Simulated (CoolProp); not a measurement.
Vapour pressure (kPa) of methane: the reference equation beside estimates from Tc = -82.6 °C, pc = 4599 kPa, ω = 0.011.

The numbers come from the reference Helmholtz-energy equation of state, Setzmann 1991 in CoolProp.

```csv
T (°C),reference,Lee-Kesler,van der Waals,Redlich-Kwong,Soave-Redlich-Kwong
-137.45,509.7,510.1,1006,464.0,510.6
-133.45,631.3,632.3,1162,586.9,634.3
-129.35,776.5,778.1,1338,735.2,782.3
-125.35,940.1,942.1,1525,903.6,949.2
-121.25,1132,1134,1734,1102,1145
-117.15,1351,1353,1959,1329,1369
-113.15,1592,1594,2197,1580,1614
-109.05,1870,1871,2457,1868,1897
-105.05,2173,2173,2730,2181,2205
-100.95,2518,2518,3027,2536,2555
```

Absolute difference from the reference over all 10 rows, mean and median: Lee-Kesler 0.1 and 0.1 %, van der Waals 52.9 and 49.1 %, Redlich-Kwong 3.1 and 2.1 %, Soave-Redlich-Kwong 1.1 and 1.2 %.
